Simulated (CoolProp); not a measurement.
A single-stage vapour-compression cycle with R124: evaporating at 319.15 K (dew point), condensing at 373.15 K (bubble point), superheat 2 K, subcooling 8 K, compressor efficiency 0.8, no pressure losses. Each further row changes one setting.

Model: reference Helmholtz-energy equation of state, de Vries 1995, in CoolProp.

| case | cooling COP | pressure ratio | discharge temperature (K) | refrigerating effect (kJ/kg) | volumetric capacity (kJ/m³) |
|---|---|---|---|---|---|
| as stated | 3.21 | 3.41 | 377.0 | 76.2 | 3240 |
| evaporating temperature 324.15 K | 3.73 | 2.99 | 377.0 | 78.8 | 3820 |
| condensing temperature 368.15 K | 3.78 | 3.08 | 371.6 | 83.1 | 3530 |
| subcooling 13 K | 3.52 | 3.41 | 377.0 | 83.4 | 3540 |
| superheat 12 K | 3.34 | 3.41 | 385.2 | 85.1 | 3420 |
| compressor efficiency 0.7 | 2.81 | 3.41 | 379.5 | 76.2 | 3240 |
